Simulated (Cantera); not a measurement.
A freely propagating, adiabatic, planar premixed flame of 35.4 % H2, 13.5 % O2, 51.1 % N2, equivalence ratio 1.3, unburnt at 700 K and 398 Torr; mixture-averaged transport, grid criteria slope 0.08 and curve 0.16, no radiation.

Cantera simulation using the H2/O2 subset of GRI-Mech 3.0, which has no nitrogen chemistry; the numbers are that mechanism's predictions, not measurements. Burning velocities carry a grid error of a few per cent, more on coarse grids.

x: mole fraction of selected species; z is measured from the peak of heat release.

| z (mm) | T (K) | u (m/s) | x H2 | x O2 | x OH | x H2O2 | x HO2 | x H2O |
|---|---|---|---|---|---|---|---|---|
| -3.41 | 700 | 10.7 | 0.354 | 0.135 | <1e-8 | <1e-8 | <1e-8 | <1e-8 |
| -2.28 | 700 | 10.7 | 0.354 | 0.135 | <1e-8 | <1e-8 | <1e-8 | <1e-8 |
| -1.71 | 700 | 10.7 | 0.354 | 0.135 | <1e-8 | <1e-8 | <1e-8 | <1e-8 |
| -1.14 | 700 | 10.7 | 0.354 | 0.135 | <1e-8 | <1e-8 | 7.65e-7 | 6.30e-8 |
| -0.569 | 708 | 10.8 | 0.353 | 0.135 | 3.28e-5 | 6.29e-7 | 0.000110 | 0.000478 |
| -0.285 | … | 12.5 | 0.328 | 0.131 | 0.000483 | 1.91e-6 | 8.97e-5 | 0.0126 |
| 0 | … | 18.1 | 0.194 | 0.0822 | 0.00419 | 2.11e-6 | 4.05e-5 | 0.113 |
| 0.285 | 1533 | 22.0 | 0.0945 | 0.0240 | 0.00987 | 1.56e-6 | 1.14e-5 | 0.218 |
| 0.569 | … | 23.7 | 0.0856 | 0.0151 | 0.0124 | 1.04e-6 | 6.46e-6 | 0.236 |
| 1.14 | … | 25.5 | 0.0891 | 0.0123 | 0.0146 | 5.87e-7 | 4.56e-6 | 0.243 |
| 2.28 | 1966 | 27.4 | 0.0927 | 0.00974 | 0.0162 | 3.11e-7 | 3.18e-6 | 0.252 |
| 4.55 | 2125 | 29.3 | 0.0946 | 0.00717 | 0.0166 | 1.75e-7 | 2.14e-6 | 0.263 |
| 9.11 | 2275 | 30.9 | 0.0952 | 0.00477 | 0.0156 | 1.11e-7 | 1.42e-6 | 0.274 |

### Question
Complete the blanks.

### Answer

- -0.285, T (K): 835
- 0, T (K): 1240
- 0.569, T (K): 1661
- 1.14, T (K): 1806
